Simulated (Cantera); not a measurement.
An isothermal, constant-pressure homogeneous reactor starts with H2 : O2 = 0.13 : 1 (molar parts), at 1200 K and 0.0267 bar.

Cantera simulation using the H2/O2 subset of GRI-Mech 3.0, which has no nitrogen chemistry; the numbers are that mechanism's predictions, not measurements. Radical loss at walls, strong at low pressure, is not modelled. The temperature is held fixed by assumption; the heat of reaction is taken as removed at once.

x: mole fraction; the columns are a selection and need not sum to one.

```csv
t (s),x H2,x O2,x H2O,x H2O2,x H,x OH,x O
1.00e-5,0.115,0.885,7.54e-11,<1e-12,1.61e-9,3.01e-10,3.36e-10
2.55e-5,0.115,0.885,9.86e-10,1.14e-12,3.89e-9,[?],1.86e-9
6.52e-5,0.115,0.885,1.24e-8,7.41e-12,1.33e-8,[?],1.12e-8
0.000166,0.115,0.885,2.73e-7,4.87e-11,1.49e-7,[?],1.54e-7
0.000425,0.115,0.885,0.000103,7.18e-10,5.00e-5,[?],5.28e-5
0.00108,0.00569,0.815,0.0907,4.79e-7,0.0306,[?],0.0497
0.00277,0.00277,0.832,0.104,3.98e-7,0.0169,[?],0.0385
0.00707,0.00127,0.858,0.115,4.26e-7,0.00484,[?],0.0167
0.0181,0.000296,0.873,0.120,3.34e-7,0.000520,[?],0.00382
0.0461,4.79e-5,0.877,0.122,1.73e-7,3.41e-5,[?],0.000622
0.118,8.30e-6,0.878,0.122,7.19e-8,2.55e-6,[?],0.000110
0.300,1.79e-6,0.878,0.122,2.83e-8,2.66e-7,[?],2.44e-5
0.767,4.75e-7,0.878,0.122,1.10e-8,3.72e-8,[?],6.58e-6
1.96,1.45e-7,0.878,0.122,4.32e-9,6.42e-9,[?],2.04e-6
5.00,4.95e-8,0.878,0.122,1.73e-9,1.29e-9,[?],7.01e-7
```

### Question
Some entries are withheld; supply them.

### Answer

- 2.55e-5, x OH: 1.47e-9
- 6.52e-5, x OH: 7.56e-9
- 0.000166, x OH: 9.69e-8
- 0.000425, x OH: 3.30e-5
- 0.00108, x OH: 0.00782
- 0.00277, x OH: 0.00581
- 0.00707, x OH: 0.00395
- 0.0181, x OH: 0.00189
- 0.0461, x OH: 0.000766
- 0.118, x OH: 0.000324
- 0.300, x OH: 0.000153
- 0.767, x OH: 7.92e-5
- 1.96, x OH: 4.41e-5
- 5.00, x OH: 2.58e-5
